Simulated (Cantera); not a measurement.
# Hydrocarbon pyrolysis for carbon deposition

An isothermal, constant-pressure homogeneous reactor starts with C2H6 : N2 = 1 : 31 (molar parts), at 1175 K and 0.00870 bar.

Detailed kinetics in Cantera: GRI-Mech 3.0 (53 species, 325 reactions). GRI-Mech 3.0 stops at C3 and has no aromatics, soot or wall deposition, so with more carbon than oxygen in the feed, carbon stays in small species such as C2H2 where larger ones or solid carbon would form. Radical loss at walls, strong at low pressure, is not modelled.

```tsv
t (s)	x C2H6	x C2H	x HCN	x CH4	x H	x C2H4
7.00e-6	0.0312	<1e-12	<1e-12	3.32e-12	1.92e-12	<1e-12
3.64e-5	0.0312	<1e-12	<1e-12	8.85e-11	1.02e-11	1.58e-12
0.000189	0.0312	<1e-12	<1e-12	2.38e-9	1.56e-10	1.87e-10
0.000981	0.0312	<1e-12	<1e-12	6.34e-8	6.63e-9	2.38e-8
0.00509	0.0312	<1e-12	<1e-12	1.61e-6	1.95e-7	3.08e-6
0.0265	0.0309	<1e-12	5.74e-11	3.52e-5	2.43e-6	0.000261
0.137	0.0266	9.08e-12	8.59e-10	0.000619	4.92e-6	0.00406
0.714	0.00887	9.41e-11	1.90e-9	0.00400	7.25e-6	0.0178
3.71	0.000154	9.89e-11	2.26e-9	0.00603	2.42e-6	0.0172
19.3	3.06e-6	2.28e-11	2.25e-9	0.00603	4.19e-7	0.0119
100	4.11e-7	1.15e-11	2.24e-9	0.00601	1.80e-7	0.00723
```
x: mole fraction; the columns are a selection and need not sum to one.

Equilibrium at this temperature and pressure: C2H6 1.05e-8, C2H 8.96e-12, HCN 0.0348, CH4 0.000958, H 3.17e-7, C2H4 0.000103 (gas phase only).
